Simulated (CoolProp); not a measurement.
Vapour-liquid equilibrium of R22 (1) + benzene (2) at 309.1 K; x and y are mole fractions of (1).

Values from CoolProp's multi-fluid Helmholtz-energy mixture model, Kamei 1995 and Thol 2012; pair parameters Bell 2016.

```json
[
 {"x": "0.05", "bubble pressure (kPa)": "100.2", "y at the bubble point": "[?]", "dew pressure at overall composition x (kPa)": "21.68", "liquid density (mol/L)": "11.18"},
 {"x": "0.125", "bubble pressure (kPa)": "205.1", "y at the bubble point": "0.904", "dew pressure at overall composition x (kPa)": "23.54", "liquid density (mol/L)": "[?]"},
 {"x": "0.2", "bubble pressure (kPa)": "299.5", "y at the bubble point": "0.937", "dew pressure at overall composition x (kPa)": "25.74", "liquid density (mol/L)": "[?]"},
 {"x": "0.275", "bubble pressure (kPa)": "388.6", "y at the bubble point": "0.953", "dew pressure at overall composition x (kPa)": "28.40", "liquid density (mol/L)": "11.84"},
 {"x": "0.35", "bubble pressure (kPa)": "476.3", "y at the bubble point": "0.964", "dew pressure at overall composition x (kPa)": "31.66", "liquid density (mol/L)": "12.07"},
 {"x": "0.425", "bubble pressure (kPa)": "565.0", "y at the bubble point": "0.971", "dew pressure at overall composition x (kPa)": "35.76", "liquid density (mol/L)": "12.30"},
 {"x": "0.5", "bubble pressure (kPa)": "656.7", "y at the bubble point": "[?]", "dew pressure at overall composition x (kPa)": "[?]", "liquid density (mol/L)": "12.52"},
 {"x": "0.575", "bubble pressure (kPa)": "752.3", "y at the bubble point": "0.982", "dew pressure at overall composition x (kPa)": "48.28", "liquid density (mol/L)": "[?]"},
 {"x": "0.65", "bubble pressure (kPa)": "852.5", "y at the bubble point": "[?]", "dew pressure at overall composition x (kPa)": "[?]", "liquid density (mol/L)": "12.93"},
 {"x": "0.725", "bubble pressure (kPa)": "957.3", "y at the bubble point": "0.990", "dew pressure at overall composition x (kPa)": "74.21", "liquid density (mol/L)": "13.11"},
 {"x": "0.8", "bubble pressure (kPa)": "1067", "y at the bubble point": "0.993", "dew pressure at overall composition x (kPa)": "101.4", "liquid density (mol/L)": "13.25"},
 {"x": "0.875", "bubble pressure (kPa)": "1181", "y at the bubble point": "0.996", "dew pressure at overall composition x (kPa)": "159.7", "liquid density (mol/L)": "13.33"},
 {"x": "0.95", "bubble pressure (kPa)": "1301", "y at the bubble point": "0.998", "dew pressure at overall composition x (kPa)": "367.4", "liquid density (mol/L)": "13.33"}
]
```

**Question.** Complete the blanks.

**Answer.** 
- 0.05, y at the bubble point: 0.797
- 0.125, liquid density (mol/L): 11.40
- 0.2, liquid density (mol/L): 11.62
- 0.5, y at the bubble point: 0.977
- 0.5, dew pressure at overall composition x (kPa): 41.09
- 0.575, liquid density (mol/L): 12.73
- 0.65, y at the bubble point: 0.986
- 0.65, dew pressure at overall composition x (kPa): 58.51

No azeotrope shows between x = 0.05 and 0.95.

The pair parameters rest on a limited set of measurements; away from them the model extrapolates. The gap from Raoult's law changes sign with composition, which may be real or a fault of the pair parameters; it wasn't checked against measurements.
